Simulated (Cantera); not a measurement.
**Ignition delay**

Mixture: 28.1 % H2, 15.1 % O2, 56.8 % N2, equivalence ratio 0.93, at 0.350 bar, adiabatic and at constant pressure. Ignition delay is the time to a rise of 400 K.

Cantera simulation using GRI-Mech 3.0 (53 species, 325 reactions); the numbers are that mechanism's predictions, not measurements. Where the delays flatten at high temperature, the 400 K rule measures the pace of heat release, not the induction time.

| T0 (K) | delay (ms) |
|---|---|
| 1100 | 0.235 |
| 1150 | 0.180 |
| 1200 | 0.145 |
| 1250 | 0.122 |
| 1300 | 0.107 |
| 1350 | 0.0969 |
| 1400 | 0.0908 |
